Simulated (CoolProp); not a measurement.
n-perfluorohexane along the isobar 0.811 MPa: density (kg/m³) from the reference equation and from simpler models built on Tc = 448.0 K, pc = 1.742 MPa, ω = 0.497; each cubic takes its own stable root.

Computed with CoolProp (reference Helmholtz-energy equation of state, Gao 2022).

```
T (K)   phase  reference  Redlich-Kwong  Soave-Redlich-Kwong  Peng-Robinson
-----  ------  ---------  -------------  -------------------  -------------
218.1  liquid       1902           1555                 1622           1821
237.4  liquid       1848           1515                 1590           1786
256.8  liquid       1795           1471                  ___           1748
276.1  liquid       1742           1424                 1513           1704
295.4  liquid       1687           1372                 1468           1656
314.7  liquid       1631           1316                 1417           1600
334.1  liquid        ___           1254                  ___           1536
353.4  liquid       1506           1184                 1291           1462
372.7  liquid       1434           1103                 1211           1372
392    liquid        ___           1004                  ___           1260
411.4     gas      112.8          106.5                110.4          113.3
430.7     gas      99.05          96.57                97.77          99.99
450       gas        ___          89.00                88.90            ___
```

Problem. Fill in the missing entries.

Solution. 
- 256.8, Soave-Redlich-Kwong: 1553
- 334.1, reference: 1571
- 334.1, Soave-Redlich-Kwong: 1358
- 392, reference: 1349
- 392, Soave-Redlich-Kwong: 1112
- 450, reference: 89.86
- 450, Peng-Robinson: 90.73
